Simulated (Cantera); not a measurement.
Source: NASA polynomial tables (part measured, part estimated), evaluated in Cantera. Values are per mole of reaction as written; species without (g) are pure solids or liquids, kept so even where they would boil at 1 bar.

4 TiCl3 → 3 TiCl4 + Ti, with ΔH° = 474.6 kJ and ΔS° = 229.4 J/K at 300 K.

### Question
How far is the shortcut ΔG° ≈ ΔH°(300 K) − T·ΔS°(300 K) from the full temperature-dependent value at 373, 383, 393, 403, 413, 423, 433, 443, 453, 463 K?

### Answer
```json
[
 {"T (K)": "373", "shortcut (kJ)": "389.0", "full (kJ)": "388.5", "difference (kJ)": "0.6", "difference in log10 K": "-0.08"},
 {"T (K)": "383", "shortcut (kJ)": "386.8", "full (kJ)": "386.0", "difference (kJ)": "0.8", "difference in log10 K": "-0.10"},
 {"T (K)": "393", "shortcut (kJ)": "384.5", "full (kJ)": "383.5", "difference (kJ)": "0.9", "difference in log10 K": "-0.12"},
 {"T (K)": "403", "shortcut (kJ)": "382.2", "full (kJ)": "381.0", "difference (kJ)": "1.1", "difference in log10 K": "-0.15"},
 {"T (K)": "413", "shortcut (kJ)": "379.9", "full (kJ)": "378.5", "difference (kJ)": "1.4", "difference in log10 K": "-0.17"},
 {"T (K)": "423", "shortcut (kJ)": "377.6", "full (kJ)": "376.0", "difference (kJ)": "1.6", "difference in log10 K": "-0.20"},
 {"T (K)": "433", "shortcut (kJ)": "375.3", "full (kJ)": "373.4", "difference (kJ)": "1.8", "difference in log10 K": "-0.22"},
 {"T (K)": "443", "shortcut (kJ)": "373.0", "full (kJ)": "370.9", "difference (kJ)": "2.1", "difference in log10 K": "-0.25"},
 {"T (K)": "453", "shortcut (kJ)": "370.7", "full (kJ)": "368.3", "difference (kJ)": "2.4", "difference in log10 K": "-0.27"},
 {"T (K)": "463", "shortcut (kJ)": "368.4", "full (kJ)": "365.7", "difference (kJ)": "2.7", "difference in log10 K": "-0.30"}
]
```
The shortcut ignores the heat-capacity change of the reaction.
